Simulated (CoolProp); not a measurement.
Vapour-liquid equilibrium of CH2F2 (R32) (1) + R1234yf (2) at 0.00113 MPa; x and y are mole fractions of (1).

Computed with CoolProp (multi-fluid Helmholtz-energy mixture model, Tillner-Roth 1997 and Lemmon 2022; pair parameters Bell 2023).

```tsv
x	bubble temperature (°C)	y at the bubble point	dew temperature at overall composition x (°C)	liquid density (mol/L)
0.05	-101.5	0.304	-98.8	13.03
0.125	-104.8	0.543	-99.5	13.62
0.2	-107.1	0.668	-100.3	14.24
0.275	-108.6	0.740	-101.1	14.90
0.35	-109.7	0.786	-102.1	15.62
0.425	-110.4	0.816	-103.0	16.39
0.5	-110.9	0.837	-104.1	17.25
0.575	-111.2	0.854	-105.3	18.20
0.65	-111.5	0.868	-106.7	19.26
0.725	-111.7	0.882	-108.3	20.44
0.8	-112.0	0.899	-110.0	21.78
0.875	-112.2	0.923	-111.6	23.30
0.95	-112.3	0.961	-112.3	25.03
```

No azeotrope shows between x = 0.05 and 0.95.

The pair parameters rest on a limited set of measurements; away from them the model extrapolates.
